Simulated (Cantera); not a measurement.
Feed: 1 mol SiC, 0.16 mol C, 8 mol H₂, equilibrated at 2650 °C and 10.0 mbar.

Equilibrium computed with Cantera from the NASA thermochemical tables; the gas is ideal and each condensed phase is pure. Candidate condensed phases: C, C₆H₆, C₇H₈, C₈H₁₈, Si, SiC; 87 gas species. Equilibrium is a limit: real reactors are often held back by kinetics, nucleation or transport.

Base state: H 0.640, H₂ 0.267, Si 0.0519, SiC₂ 0.0217, C₂H₂ (acetylene) 0.00763, C₃ 0.00590, C₂H 0.00281, C 0.00182 (mole fractions); condensed: gas only.

Question: What changes in the equilibrium state with this change: temperature from 2650 °C to 1375 °C?

Answer: 
| species | before | after |
|---|---|---|
| H₂ | 0.267 | 0.999 |
| H | 0.640 | 0.000891 |
| C₂H₂ (acetylene) | 0.00763 | 4.48e-5 |
| Si | 0.0519 | 3.19e-7 |
| SiC₂ | 0.0217 | 1.76e-9 |
| C₃ | 0.00590 | <1e-9 |
| C₂H | 0.00281 | <1e-9 |
| C | 0.00182 | <1e-9 |
| C₂ | 0.000777 | <1e-9 |
| C(graphite), mol | 0 | 0.159 |
| SiC(s), mol | 0 | 1.000 |
